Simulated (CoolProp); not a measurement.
50 sccm (0 °C, 1 atm) of nitrogen bubbles through liquid dimethyl carbonate at 282.4 K and leaves saturated at a total pressure of 0.0912 MPa (ideal gas phase). Each further row changes one setting.

Computed with CoolProp (reference Helmholtz-energy equation of state, Zhou 2011).

```
case                      vapour pressure (kPa)  mole fraction of vapour  delivery (mg/min)  delivery (sccm)  change of delivery for a bath 1 K warmer (%)
------------------------  ---------------------  -----------------------  -----------------  ---------------  --------------------------------------------
as stated                                  3.07                   0.0336               6.99             1.74                                           6.2
bath temperature 287.4 K                   4.08                   0.0448               9.41             2.34                                           6.0
total pressure 0.182 MPa                   3.07                   0.0168               3.44            0.857                                           6.1
```
